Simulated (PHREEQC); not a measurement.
# Copper plating or etch bath (model solution)

Consider water at 25 °C with 55 mmol/kgw CuCl2 and 31 mmol/kgw FeCl3. Closed to the air; pH follows from the charge balance.

Computed with PHREEQC (ion-association model, wateq4f.dat).

Each row changes one thing in this solution. This is a speciation only: nothing precipitates in the calculation.

| case | pH | ionic strength (mol/kgw) | Cl- (mol/kgw) | Cu+2 (mol/kgw) | CuCl+ (mol/kgw) | CuCl2 (mol/kgw) | SI of Tenorite (CuO) | SI of Atacamite (Cu2(OH)3Cl) |
|---|---|---|---|---|---|---|---|---|
| as made | 2.15 | 0.282 | 0.179 | 0.0480 | 0.00675 | 0.000288 | -5.17 | -5.50 |
| diluted 10-fold with water | 2.71 | 0.0308 | 0.0199 | 0.00534 | 0.000155 | 1.17e-6 | -4.75 | -6.08 |
| FeCl3 left out | 4.38 | 0.155 | 0.105 | 0.0499 | 0.00493 | 0.000144 | -0.62 | +1.16 |
| FeCl3 replaced by CaCl2 at the same molality | 4.41 | 0.244 | 0.165 | 0.0481 | 0.00653 | 0.000268 | -0.62 | +1.30 |
| temperature from 25 to 10 °C | 2.24 | 0.292 | 0.182 | 0.0514 | 0.00345 | 0.000127 | -5.54 | -5.88 |
| temperature from 25 to 80 °C | 1.92 | 0.230 | 0.157 | 0.0250 | 0.0283 | 0.00172 | -4.19 | -4.73 |

Some of these states are supersaturated (in Hematite (slow to form), Goethite (slow to form), Atacamite, for instance). At this temperature some constants are extrapolated from 25 °C, and those without enthalpy data are left unchanged.
